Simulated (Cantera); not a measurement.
A diamond (100) surface in a fixed gas of H2 with x(CH4) = 0.0025, x(H) = 0.017, x(CH3) = 0.00011, 73.5 Torr; coverages are run to steady state.

Model: the Harris–Goodwin 1993 mechanism for the reconstructed diamond (100) surface, integrated in Cantera.

θ: site fractions in the mechanism's names (c6HH fully hydrogenated, c6H* and c6*H radical sites, c6** diradical, c6HM methylated).

```csv
T (K),growth (µm/h),θ c6HH,θ c6H*,θ c6*H,θ c6**,θ c6HM
900,?,0.687,0.0107,0.291,0.00440,0.00544
975,?,0.617,0.0164,0.354,0.00815,0.00390
1050,?,0.550,0.0232,0.409,0.0137,0.00283
1125,8.57,0.490,0.0307,0.455,0.0212,0.00199
1200,8.64,0.438,0.0387,0.491,0.0307,0.00120
1275,?,0.392,0.0469,0.518,0.0421,0.000534
1350,?,0.352,0.0549,0.537,0.0552,0.000179
```

### Question
What belongs in the gaps?

### Answer

- 900, growth (µm/h): 3.37
- 975, growth (µm/h): 5.06
- 1050, growth (µm/h): 6.96
- 1275, growth (µm/h): 6.59
- 1350, growth (µm/h): 4.58
